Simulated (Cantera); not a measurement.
Input: 1 mol Al, 16 mol HCl, 8.2 mol N2, equilibrated at 525 °C and 1.00 bar.

Cantera equilibrium calculation (NASA polynomials, part measured and part estimated; ideal gas, pure solids and liquids). Candidate condensed phases: Al, AlCl3, AlN, NH4Cl; 20 gas species. Equilibrium is a limit: real reactors are often held back by kinetics, nucleation or transport.

Base state: HCl 0.551, N2 0.347, H2 0.0635, AlCl3 0.0342, Al2Cl6 0.00408, NH3 2.88e-5 (mole fractions); condensed: gas only.

Question: What changes in the equilibrium state with this change: temperature from 525 °C to 1027 °C?

Answer: 
```csv
species,before,after
HCl,0.551,0.549
N2,0.347,0.346
H2,0.0635,0.0633
AlCl3,0.0342,0.0422
Al2Cl6,0.00408,7.73e-6
NH3,2.88e-5,1.16e-6
```

Question: What changes in the equilibrium state with this change: temperature from 525 °C to 600 °C?

Answer: 
| species | before | after |
|---|---|---|
| HCl | 0.551 | 0.549 |
| N2 | 0.347 | 0.346 |
| H2 | 0.0635 | 0.0633 |
| AlCl3 | 0.0342 | 0.0398 |
| Al2Cl6 | 0.00408 | 0.00121 |
| NH3 | 2.88e-5 | 1.42e-5 |

Question: What changes in the equilibrium state with this change: pressure from 1.00 bar to 0.100 bar?

Answer: 
```
species   before     after
-------  -------  --------
HCl        0.551     0.549
N2         0.347     0.346
H2        0.0635    0.0633
AlCl3     0.0342    0.0410
Al2Cl6   0.00408  0.000588
NH3      2.88e-5   2.86e-6
```
